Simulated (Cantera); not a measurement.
Cantera run:

```python
import numpy as np
import cantera as ct

gas_names = """
    F F2 H HF H2 H2F2 H3F3 H4F4 H5F5 H6F6 H7F7 N NF NF2 NF3 NH NH2 NH3 N2 N2H2 N2H4 Si SiF SiF2 SiF3
    SiF4 SiH SiHF3 SiH2 SiH2F2 SiH3 SiH3F SiH4 SiN Si2 Si2N Si3
""".split()
cond_names = """
    Si(cr) Si(L) Si3N4(a)
""".split()


# ... load() reads the species with a 1 bar reference pressure and builds the phases ...
atoms = {
    'Si': {'Si': 1},
    'HF': {'H': 1, 'F': 1},
    'N2': {'N': 2},
}
top_T = {'Si3N4(a)': 2400}  # K; cautious upper limits of use, not melting points


# ... equilibrate(T, P, feed) seeds the gas with the atoms and calls Mixture.equilibrate('TP', solver="vcs", rtol=1e-11, max_steps=5000) ...
results = []
T = 973  # K
P = 10000  # Pa
for m in [11, 19, 27, 35, 43, 51, 59, 67]:
    feed = {'Si': 1, 'HF': 1.5, 'N2': m}  # mol
    mix = equilibrate(T, P, feed)
    results.append((T, P, feed, dict(zip(mix.species_names, mix.species_moles))))
    x = sorted(zip(gas.X, gas.species_names), reverse=True)
    print(f"T = {T:g} K  P = {P:g} Pa  n(N2) = {m:g} mol  gas = {mix.phase_moles(0):.4g} mol")
    print("   x: " + "  ".join(f"{s} {v:.3e}" for v, s in x if v > 1e-05))
    print("   condensed (mol): " + ("  ".join(f"{mix.phase(i).name} {mix.phase_moles(i):.4g}"
          for i in range(1, mix.n_phases) if mix.phase_moles(i) > 1e-12) or "none"))
```

Output:

```
T = 973 K  P = 10000 Pa  n(N2) = 11 mol  gas = 11.71 mol
   x: N2 9.039e-01  H2 6.398e-02  SiF4 3.198e-02  HF 1.364e-04  SiHF3 2.054e-05
   condensed (mol): Si3N4(a) 0.2084
T = 973 K  P = 10000 Pa  n(N2) = 19 mol  gas = 19.71 mol
   x: N2 9.429e-01  H2 3.800e-02  SiF4 1.900e-02  HF 9.296e-05  SiHF3 1.064e-05
   condensed (mol): Si3N4(a) 0.2085
T = 973 K  P = 10000 Pa  n(N2) = 27 mol  gas = 27.71 mol
   x: N2 9.594e-01  H2 2.703e-02  SiF4 1.351e-02  HF 7.220e-05
   condensed (mol): Si3N4(a) 0.2085
T = 973 K  P = 10000 Pa  n(N2) = 35 mol  gas = 35.71 mol
   x: N2 9.685e-01  H2 2.097e-02  SiF4 1.048e-02  HF 5.978e-05
   condensed (mol): Si3N4(a) 0.2085
T = 973 K  P = 10000 Pa  n(N2) = 43 mol  gas = 43.71 mol
   x: N2 9.742e-01  H2 1.713e-02  SiF4 8.563e-03  HF 5.142e-05
   condensed (mol): Si3N4(a) 0.2085
T = 973 K  P = 10000 Pa  n(N2) = 51 mol  gas = 51.71 mol
   x: N2 9.782e-01  H2 1.448e-02  SiF4 7.238e-03  HF 4.536e-05
   condensed (mol): Si3N4(a) 0.2085
T = 973 K  P = 10000 Pa  n(N2) = 59 mol  gas = 59.71 mol
   x: N2 9.811e-01  H2 1.254e-02  SiF4 6.268e-03  HF 4.074e-05
   condensed (mol): Si3N4(a) 0.2085
T = 973 K  P = 10000 Pa  n(N2) = 67 mol  gas = 67.71 mol
   x: N2 9.834e-01  H2 1.106e-02  SiF4 5.527e-03  HF 3.709e-05
   condensed (mol): Si3N4(a) 0.2085
```

Cantera equilibrium calculation (NASA polynomials, part measured and part estimated; ideal gas, pure solids and liquids). N2 is the only nitrogen source here; it is nearly inert below about 1500 K, so the nitride shown seldom forms there in practice.
